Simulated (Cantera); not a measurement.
An adiabatic, constant-pressure homogeneous reactor starts with 32.5 % CH3OH, 11.3 % O2, 42.5 % N2, 13.7 % H2O, equivalence ratio 4.3, at 1350 K and 1.68 atm.

Model: GRI-Mech 3.0 (53 species, 325 reactions), integrated in Cantera. GRI-Mech 3.0 was tuned for natural gas; its chemistry of methanol as a main component is partial and can be far from experiment.

Question: Predict: time of steepest temperature rise; temperature at 0.400 s; equilibrium temperature; x(CH3OH) at 0.400 s; x(H2O) at 0.400 s; x(CH2O) at 0.400 s.

Answer: 
```json
{
  "time_of_steepest_temperature_rise": "0.366 ms",
  "temperature at 0.400 s": "1764 K",
  "equilibrium_temperature": "1761 K",
  "x(CH3OH) at 0.400 s": "9.69e-9 (gas-phase equilibrium 6.02e-12)",
  "x(H2O) at 0.400 s": "0.204 (gas-phase equilibrium 0.204)",
  "x(CH2O) at 0.400 s": "6.13e-8 (gas-phase equilibrium 3.92e-8)"
}
```
